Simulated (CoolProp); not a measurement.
Vapour-liquid equilibrium of R1234yf (1) + R134a (2) at 285.2 K; x and y are mole fractions of (1).

Values from CoolProp's multi-fluid Helmholtz-energy mixture model, Lemmon 2022 and Tillner-Roth 1994; pair parameters Bell 2022.

```json
[
 {"x": "0.05", "bubble pressure, mixture model (MPa)": "0.4502", "bubble pressure, Raoult's law (MPa)": "0.4449", "y, mixture model": "0.061", "y, Raoult's law": "0.052"},
 {"x": "0.125", "bubble pressure, mixture model (MPa)": "0.4586", "bubble pressure, Raoult's law (MPa)": "0.4466", "y, mixture model": "0.147", "y, Raoult's law": "0.131"},
 {"x": "0.2", "bubble pressure, mixture model (MPa)": "0.4656", "bubble pressure, Raoult's law (MPa)": "0.4483", "y, mixture model": "0.226", "y, Raoult's law": "0.208"},
 {"x": "0.275", "bubble pressure, mixture model (MPa)": "0.4711", "bubble pressure, Raoult's law (MPa)": "0.4500", "y, mixture model": "0.301", "y, Raoult's law": "0.285"},
 {"x": "0.35", "bubble pressure, mixture model (MPa)": "0.4755", "bubble pressure, Raoult's law (MPa)": "0.4517", "y, mixture model": "0.373", "y, Raoult's law": "0.361"},
 {"x": "0.425", "bubble pressure, mixture model (MPa)": "0.4787", "bubble pressure, Raoult's law (MPa)": "0.4534", "y, mixture model": "0.442", "y, Raoult's law": "0.437"},
 {"x": "0.5", "bubble pressure, mixture model (MPa)": "0.4808", "bubble pressure, Raoult's law (MPa)": "0.4551", "y, mixture model": "0.510", "y, Raoult's law": "0.512"},
 {"x": "0.575", "bubble pressure, mixture model (MPa)": "0.4818", "bubble pressure, Raoult's law (MPa)": "0.4568", "y, mixture model": "0.578", "y, Raoult's law": "0.587"},
 {"x": "0.65", "bubble pressure, mixture model (MPa)": "0.4818", "bubble pressure, Raoult's law (MPa)": "0.4585", "y, mixture model": "0.647", "y, Raoult's law": "0.661"},
 {"x": "0.725", "bubble pressure, mixture model (MPa)": "0.4807", "bubble pressure, Raoult's law (MPa)": "0.4602", "y, mixture model": "0.716", "y, Raoult's law": "0.735"},
 {"x": "0.8", "bubble pressure, mixture model (MPa)": "0.4784", "bubble pressure, Raoult's law (MPa)": "0.4619", "y, mixture model": "0.789", "y, Raoult's law": "0.808"},
 {"x": "0.875", "bubble pressure, mixture model (MPa)": "0.4750", "bubble pressure, Raoult's law (MPa)": "0.4636", "y, mixture model": "0.864", "y, Raoult's law": "0.880"},
 {"x": "0.95", "bubble pressure, mixture model (MPa)": "0.4703", "bubble pressure, Raoult's law (MPa)": "0.4653", "y, mixture model": "0.944", "y, Raoult's law": "0.952"}
]
```

The largest gap from Raoult's law is +5.6 % in bubble pressure, at x = 0.5. y crosses x between x = 0.575 and 0.65: the model has an azeotrope there.

The pair parameters rest on a limited set of measurements; away from them the model extrapolates.
